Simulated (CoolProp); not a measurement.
Vapour-liquid equilibrium of R22 (1) + C3F8 (R218) (2) at 0.0457 MPa; x and y are mole fractions of (1).

Model: multi-fluid Helmholtz-energy mixture model, Kamei 1995 and Lemmon 2006; pair parameters Bell 2016, in CoolProp.

Problem. Give the bubble temperature and the first vapour's composition at x = 0.05, 0.2, 0.65. Is there an azeotrope?

Solution. x = 0.05: -55.9 °C, y = 0.183; x = 0.2: -60.6 °C, y = 0.449; x = 0.65: -62.6 °C, y = 0.597. y crosses x between x = 0.5 and 0.65: the model has an azeotrope there.

The pair parameters rest on a limited set of measurements; away from them the model extrapolates.
